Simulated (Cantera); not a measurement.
Charge: 1 mol C, 0.038 mol H2O, 1.1 mol H2, equilibrated at 2098 K and 1.10 bar.

Equilibrium computed with Cantera from the NASA thermochemical tables; the gas is ideal and each condensed phase is pure. Rates play no part.

| species | before | after |
|---|---|---|
| CH4 | 0.000338 | 0.876 |
| H2 | 0.963 | 0.0622 |
| H2O | 2.77e-6 | 0.0616 |
| CO | 0.0323 | 1.24e-5 |
| H | 0.00288 | <1e-9 |
| C2H2 (acetylene) | 0.00137 | <1e-9 |
| CO2 | 1.88e-8 | 0.000502 |
| CH3 | 1.97e-5 | <1e-9 |
| C(graphite), mol | 0.958 | 0.468 |
Gas species are given as mole fractions.

Problem. Name the change that produced these shifts.
(A) temperature from 2098 K to 573 K
(B) temperature from 2098 K to 2873.15 K
(C) H2O from 0.038 to 0.48 mol
(D) temperature from 2098 K to 1075 K

Solution. A, temperature from 2098 K to 573 K
